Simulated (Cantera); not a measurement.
Mixture: 5.48 % C3H8, 24.9 % O2, 69.6 % N2, equivalence ratio 1.1, at 1.80 bar, adiabatic and at constant pressure. Ignition delay is the time to a rise of 400 K.

Detailed kinetics in Cantera: GRI-Mech 3.0 (53 species, 325 reactions). GRI-Mech 3.0 was tuned for natural gas; its chemistry of propane as a main component is partial and can be far from experiment.

Q: Predict: delay at 1000 K; delay at 1075 K; delay at 1150 K; delay at 1225 K; delay at 1300 K; delay at 1375 K; delay at 1450 K; apparent activation energy between 1300 and 1450 K.

A: 
- delay at 1000 K: 0.298 s
- delay at 1075 K: 57.0 ms
- delay at 1150 K: 11.2 ms
- delay at 1225 K: 2.43 ms
- delay at 1300 K: 0.630 ms
- delay at 1375 K: 0.200 ms
- delay at 1450 K: 78.1 µs
- apparent activation energy between 1300 and 1450 K: 220 kJ/mol
